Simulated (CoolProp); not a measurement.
Vapour-liquid equilibrium of benzene (1) + n-nonane (2) at 0.145 MPa; x and y are mole fractions of (1).

Model: multi-fluid Helmholtz-energy mixture model, Thol 2012 and Lemmon 2006; pair parameters Bell 2016, in CoolProp.

```csv
x,bubble temperature (K),y at the bubble point,dew temperature at overall composition x (K),liquid density (mol/L)
0.05,426.7,0.271,436.1,4.847
0.15,409.9,0.575,432.0,5.238
0.25,398.7,0.722,427.7,5.629
0.35,390.8,0.804,422.9,6.037
0.45,385.0,0.856,417.6,6.479
0.55,380.4,0.893,411.5,6.969
0.65,376.5,0.922,404.6,7.522
0.75,373.1,0.947,396.2,8.155
0.85,369.9,0.969,385.7,8.889
0.95,366.8,0.990,372.6,9.749
```

No azeotrope shows between x = 0.05 and 0.95.

Pair parameters are fitted to limited data, so mixtures are less certain than the pure fluids.
